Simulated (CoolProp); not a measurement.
Saturation properties of chloromethane (R40).

Model: reference Helmholtz-energy equation of state, Thol 2014, in CoolProp.

| T (K) | p (MPa) | vapour density (kg/m³) | liquid cp (kJ/(kg K)) | surface tension (mN/m) |
|---|---|---|---|---|
| 295.1 | 0.5278 | 12.10 | 1.620 | 15.9 |
| 300.5 | 0.6178 | 14.08 | 1.632 | 15.0 |
| 305.8 | 0.7168 | 16.26 | 1.646 | 14.2 |
| 311.2 | 0.8294 | 18.75 | 1.662 | 13.3 |
| 316.5 | 0.9521 | 21.48 | 1.680 | 12.5 |
| 321.9 | 1.091 | 24.58 | 1.700 | 11.7 |
| 327.2 | 1.240 | 27.96 | 1.723 | 10.9 |
| 332.6 | 1.408 | 31.80 | 1.750 | 10.1 |
| 337.9 | 1.588 | 35.99 | 1.780 | 9.34 |
| 343.3 | 1.788 | 40.73 | 1.815 | 8.56 |
| 348.6 | 2.002 | 45.92 | 1.854 | 7.81 |
| 353.9 | 2.233 | 51.69 | 1.900 | 7.07 |

It boils at 249.2 K under 1 atm.

Surface tension comes from a separate correlation (Mulero 2014).
